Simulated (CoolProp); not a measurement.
Saturation properties of toluene (Tc = 591.7 K, pc = 4.126 MPa, ω = 0.266).

Values from CoolProp's reference Helmholtz-energy equation of state, Lemmon 2006. It is a short technical equation, of lower accuracy than the large ones.

```
T (K)  p (MPa)  liquid density (kg/m³)  vapour density (kg/m³)  liquid cp (kJ/(kg K))  vapour viscosity (µPa s)
-----  -------  ----------------------  ----------------------  ---------------------  ------------------------
444.2   0.4328                   712.7                   12.15                  2.246                      10.1
452     0.5057                   703.2                   14.15                  2.281                      10.3
459.8   0.5875                   693.6                   16.42                  2.316                      10.5
467.6   0.6789                   683.6                   18.98                  2.353                      10.7
475.4   0.7805                   673.3                   21.87                  2.392                         …
483.2   0.8932                   662.6                   25.13                  2.432                      11.1
491      1.018                   651.5                   28.80                  2.475                      11.3
498.8    1.154                   640.0                       …                  2.521                         …
506.6        …                   627.9                   37.67                  2.571                      11.8
514.4    1.469                   615.1                   43.02                  2.627                      12.0
522.3    1.651                   601.5                   49.22                  2.690                      12.3
530.1    1.847                   587.1                   56.27                  2.763                      12.6
```

Question: Fill in the missing entries.

Answer: 
- 475.4, vapour viscosity (µPa s): 10.9
- 498.8, vapour density (kg/m³): 32.96
- 498.8, vapour viscosity (µPa s): 11.5
- 506.6, p (MPa): 1.305

It boils at 383.7 K under 1 atm.

Viscosity comes from a separate model (Avgeri 2015).
